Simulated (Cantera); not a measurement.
Feed: 1 mol NH3, 0.094 mol H2, 1.2 mol H2O, held at 120000 Pa.

Equilibrium computed with Cantera from the NASA thermochemical tables; the gas is ideal and each condensed phase is pure. Candidate condensed phases: H2O; 24 gas species. The numbers say what is thermodynamically allowed, not how fast it happens. All values below are at 2600 K.

Base state: H2 0.467, H2O 0.354, N2 0.150, H 0.0240, OH 0.00420, NO 0.000170, O 0.000139, O2 4.30e-5 (mole fractions); condensed: gas only.

Question: What changes in the equilibrium state with this change: NH3 replaced by S?

Answer: 
| species | before | after |
|---|---|---|
| H2O | 0.354 | 0.311 |
| H2 | 0.467 | 0.286 |
| S2 | 0 | 0.117 |
| N2 | 0.150 | 0 |
| SO2 | 0 | 0.0949 |
| SO | 0 | 0.0898 |
| SH | 0 | 0.0363 |
| S | 0 | 0.0205 |
| H2S | 0 | 0.0180 |
| H | 0.0240 | 0.0188 |
| S2O | 0 | 0.00276 |
| NO | 0.000170 | 0 |
| O2 | 4.30e-5 | 8.81e-5 |
| O | 0.000139 | 0.000199 |
| OH | 0.00420 | 0.00471 |
Further candidate phases: H2SO4, S.

Question: What changes in the equilibrium state with this change: pressure from 120000 Pa to 29.0 Pa?

Answer: 
```json
[
 {"species": "H", "before": "0.0240", "after": "0.657"},
 {"species": "O", "before": "0.000139", "after": "0.129"},
 {"species": "H2", "before": "0.467", "after": "0.0849"},
 {"species": "H2O", "before": "0.354", "after": "0.0144"},
 {"species": "OH", "before": "0.00420", "after": "0.0258"},
 {"species": "N2", "before": "0.150", "after": "0.0780"},
 {"species": "O2", "before": "4.30e-5", "after": "0.00895"},
 {"species": "N", "before": "2.51e-7", "after": "1.17e-5"}
]
```
